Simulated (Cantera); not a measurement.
A Cantera script and its output.

```python
import numpy as np
import cantera as ct

gas = ct.Solution("gri30.yaml")
gas.TPX = 550, 30000, {'CH4': 1, 'O2': 2.13, 'N2': 8, 'CO2': 0.26}
flame = ct.FreeFlame(gas, width=0.093)
flame.set_refine_criteria(ratio=3, slope=0.08, curve=0.16)
flame.transport_model = "mixture-averaged"
flame.solve(loglevel=0, auto=True)
z, T = flame.grid, flame.T
thick = (T[-1] - T[0]) / np.gradient(T, z).max()
show = ['CH4', 'O2', 'CO2', 'CH2CO', 'HCN', 'CH2O']
print(f"laminar burning velocity  {flame.velocity[0] * 100:.3f} cm/s")
print(f"burnt temperature         {T[-1]:.1f} K")
print(f"thermal thickness         {thick * 1e3:.4f} mm")
print(f"grid points               {len(z)}")
z0 = z[flame.heat_release_rate.argmax()]
print(f"{'z/mm':>9s}{'T/K':>9s}{'u/(m/s)':>9s}" + "".join(f"{s:>11s}" for s in show))
rows = []
for k in (-3, -2, -1.5, -1, -0.5, -0.25, 0, 0.25, 0.5, 1, 2, 4, 8):
    zz = z0 + k * thick
    rows.append([k * thick, np.interp(zz, z, T), np.interp(zz, z, flame.velocity),
                 *(np.interp(zz, z, flame.X[gas.species_index(s)]) for s in show)])
    print(f"{rows[-1][0] * 1e3:9.3f}{rows[-1][1]:9.1f}{rows[-1][2]:9.3f}" + "".join(f"{x:11.3e}" for x in rows[-1][3:]))
```

Result:

```
laminar burning velocity  124.092 cm/s
burnt temperature         2236.6 K
thermal thickness         1.0535 mm
grid points               145
     z/mm      T/K  u/(m/s)        CH4         O2        CO2      CH2CO        HCN       CH2O
   -3.160    550.1    1.242  8.773e-02  1.869e-01  2.281e-02  4.955e-11  6.402e-12  6.175e-08
   -2.107    550.9    1.246  8.752e-02  1.866e-01  2.278e-02  1.117e-09  1.162e-10  1.056e-06
   -1.580    554.6    1.256  8.707e-02  1.860e-01  2.274e-02  9.073e-09  7.876e-10  6.235e-06
   -1.053    589.8    1.343  8.439e-02  1.831e-01  2.272e-02  2.212e-07  1.281e-08  5.819e-05
   -0.527    902.9    2.085  6.376e-02  1.581e-01  2.468e-02  1.080e-05  2.639e-07  4.625e-04
   -0.263   1282.4    2.995  3.640e-02  1.209e-01  2.982e-02  5.283e-05  8.272e-07  9.206e-04
    0.000   1653.1    3.896  9.487e-03  7.496e-02  3.959e-02  7.505e-05  1.828e-06  7.338e-04
    0.263   1804.7    4.261  8.586e-04  4.722e-02  5.129e-02  1.529e-05  1.640e-06  1.355e-04
    0.527   1839.0    4.332  4.047e-05  3.720e-02  6.087e-02  8.113e-07  6.978e-07  7.646e-06
    1.053   1870.4    4.385  1.083e-07  3.207e-02  7.115e-02  1.691e-09  9.116e-08  2.172e-08
    2.107   1911.6    4.463  2.425e-11  2.967e-02  7.694e-02  3.347e-13  3.078e-09  3.648e-11
    4.214   1968.1    4.577  9.506e-17  2.771e-02  7.985e-02  1.399e-18  9.176e-12  2.641e-11
    8.428   2037.8    4.717  1.388e-17  2.534e-02  8.317e-02  6.492e-20  6.348e-13  2.090e-11
```

Detailed kinetics in Cantera: GRI-Mech 3.0 (53 species, 325 reactions). Burning velocities carry a grid error of a few per cent, more on coarse grids.
